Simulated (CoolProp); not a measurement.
Vapour-liquid equilibrium of R125 (1) + R152A (2) at 9.07 kPa; x and y are mole fractions of (1).

Computed with CoolProp (multi-fluid Helmholtz-energy mixture model, Lemmon 2005 and Outcalt 1996; pair parameters Bell 2016).

| x | bubble temperature, mixture model (°C) | bubble temperature, Raoult's law (°C) | y, mixture model | y, Raoult's law |
|---|---|---|---|---|
| 0.05 | … | -69.5 | 0.178 | 0.171 |
| 0.2 | -74.2 | -74.2 | 0.496 | 0.505 |
| 0.35 | … | -77.8 | … | 0.694 |
| 0.5 | -80.1 | -80.7 | 0.798 | 0.813 |
| 0.65 | -82.6 | -83.0 | … | 0.892 |
| 0.8 | -84.7 | -85.0 | 0.949 | 0.948 |
| 0.95 | -86.7 | -86.7 | … | 0.989 |

What belongs in the gaps?


- 0.05, bubble temperature, mixture model (°C): -69.7
- 0.35, bubble temperature, mixture model (°C): -77.4
- 0.35, y, mixture model: 0.676
- 0.65, y, mixture model: 0.886
- 0.95, y, mixture model: 0.990

The largest gap from Raoult's law is +0.6 K in bubble temperature, at x = 0.5. No azeotrope shows between x = 0.05 and 0.95.

Pair parameters are fitted to limited data, so mixtures are less certain than the pure fluids. The gap from Raoult's law changes sign with composition, which may be real or a fault of the pair parameters; it wasn't checked against measurements.
